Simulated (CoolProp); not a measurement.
Saturation properties of methanol.

Computed with CoolProp (reference Helmholtz-energy equation of state, de Reuck 1993).

```tsv
T (K)	p (kPa)	liquid viscosity (µPa s)	vapour viscosity (µPa s)
344	129.5	303	11.0
351.8	172.6	278	11.2
359.7	227.6	256	11.4
367.5	295.2	236	11.7
375.3	378.3	218	11.9
383.1	479.5	202	12.1
390.9	601.4	187	12.3
398.8	749.0	173	12.5
406.6	921.8	161	12.7
414.4	1125	149	12.9
422.2	1362	139	13.1
430.1	1641	129	13.3
```

It boils at 337.6 K under 1 atm.

Viscosity comes from a separate model (Xiang 2006).
